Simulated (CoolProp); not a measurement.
Sulfur dioxide along the isobar 20700 kPa: Z from the reference equation and from simpler models built on Tc = 430.6 K, pc = 7887 kPa, ω = 0.256; each cubic takes its own stable root.

Model: reference Helmholtz-energy equation of state, Gao 2016, in CoolProp.

```
T (K)          phase  reference  van der Waals  Redlich-Kwong  Soave-Redlich-Kwong
-----  -------------  ---------  -------------  -------------  -------------------
398.3         liquid     0.3565         0.5368         0.4112               0.4034
416.4         liquid     0.3619         0.5325         0.4180               0.4137
434.5  supercritical     0.3723         0.5311         0.4293               0.4308
452.6  supercritical     0.3898         0.5330         0.4461               0.4567
470.7  supercritical     0.4180         0.5384         0.4697               0.4939
488.8  supercritical     0.4608         0.5479         0.5009               0.5429
506.9  supercritical     0.5182         0.5620         0.5392               0.5996
525    supercritical     0.5813         0.5807         0.5820               0.6566
```
